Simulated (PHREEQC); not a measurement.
## Buffer: an equilibrium model

A solution holds 76 mmol/kgw KHCO3, 0.18 mmol/kgw NaF and 4 mmol/kgw LiCl, at 25 °C. Closed to the air; pH follows from the charge balance.

Equilibrium calculation in PHREEQC: ion-association model, wateq4f.dat.

Each row changes one thing in this solution. Precipitation was switched off in this run.

```csv
case,pH,ionic strength (mol/kgw),CO2 (mol/kgw),CO3-2 (mol/kgw),HF (mol/kgw)
as made,8.14,0.0811,0.000944,0.000941,1.48e-9
NaF replaced by HF at the same molality,8.10,0.0809,0.00104,0.000856,1.63e-9
0.0056 mol/kgw LiOH added,8.94,0.0915,0.000141,0.00572,2.34e-10
0.025 mol/kgw (CH3)4NF added,8.12,0.106,0.000961,0.000958,2.09e-7
temperature from 25 to 50 °C,8.02,0.0812,0.00106,0.00104,3.10e-9
LiCl from 0.004 to 0.0008 mol/kgw,8.15,0.0779,0.000942,0.000939,1.48e-9
temperature from 25 to 80 °C,8.01,0.0813,0.00122,0.00117,5.85e-9
```

(CH3)4N+ isn't in the database: it is added as a free cation with an ion size of 4 Å. Away from 25 °C the constants follow the database's enthalpies or fits; those with neither stay at their 25 °C values.
